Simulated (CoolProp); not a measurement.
The numbers come from the reference Helmholtz-energy equation of state, Lemmon 2006 in CoolProp. It is a short technical equation, of lower accuracy than the large ones.

**Question.** For C2F6 (R116), give the phase and the cp (kJ/(kg K)), Prandtl number at 305.1 K and 101 kPa; 373.6 K and 101 kPa; 407.9 K and 101 kPa.

**Answer.** 
- 305.1 K and 101 kPa: gas; cp 0.786, Prandtl number 0.741
- 373.6 K and 101 kPa: gas; cp 0.881, Prandtl number 0.744
- 407.9 K and 101 kPa: gas; cp 0.921, Prandtl number 0.744

Viscosity comes from a separate model (Huber 2003), an estimate that may be off by 10 % or more. Thermal conductivity comes from a separate model (Huber 2003), an estimate that may be off by 10 % or more.
